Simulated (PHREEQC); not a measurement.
Phosphoric acid bath: speciation

Make-up at 46 °C: 170 mmol/kgw H3PO4, 140 mmol/kgw K2HPO4 and 0.61 mmol/kgw H4SiO4. Closed to the air; pH follows from the charge balance.

All values are PHREEQC results (ion-association model, phreeqc.dat), not measurements.

Precipitation was switched off in this run.

Task: Estimate the pH.

Result: pH 3.08.

Task: In which forms is P present?

Result: H2PO4- 91 %, H3PO4 9.4 % of the P.

Saturation is exceeded, for instance for Quartz (slow to form), Chalcedony (slow to form); the values hold only as long as no solid forms. At this temperature some constants are extrapolated from 25 °C, and those without enthalpy data are left unchanged.
